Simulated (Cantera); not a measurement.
# Thermodynamics of aluminium nitride and oxide growth, feed Al + HCl + N2 + O2

A closed system holds: 1 mol Al, 0.54 mol HCl, 90 mol N2, 10 mol O2, at 750 Torr.

Equilibrium computed with Cantera from the NASA thermochemical tables; the gas is ideal and each condensed phase is pure. Candidate condensed phases: Al, AlCl3, AlN, Al2O3, H2O, NH4Cl; 45 gas species. Condensed phases not in the tables: AlOCl. Equilibrium is a limit: real reactors are often held back by kinetics, nucleation or transport.

| T (K) | x N2 | x O2 | x HCl | x NO | n Al2O3(s) |
|---|---|---|---|---|---|
| 950 | 0.902 | 0.0922 | 0.00305 | 1.24e-5 | 0.500 |
| 1050 | 0.902 | 0.0922 | 0.00350 | 3.74e-5 | 0.500 |
| 1150 | 0.902 | 0.0923 | 0.00383 | 9.31e-5 | 0.500 |
| 1250 | 0.902 | 0.0923 | 0.00404 | 0.000200 | 0.500 |
| 1350 | 0.902 | 0.0922 | 0.00414 | 0.000384 | 0.500 |
| 1450 | 0.902 | 0.0920 | 0.00411 | 0.000673 | 0.500 |
| 1550 | 0.901 | 0.0918 | 0.00397 | 0.00110 | 0.500 |
| 1650 | 0.901 | 0.0914 | 0.00372 | 0.00168 | 0.500 |
| 1750 | 0.900 | 0.0909 | 0.00342 | 0.00245 | 0.500 |
| 1850 | 0.900 | 0.0903 | 0.00309 | 0.00343 | 0.500 |
x: gas mole fraction; n: condensed amount in mol.

From 950 K to 1850 K the condensed part is Al2O3(s).
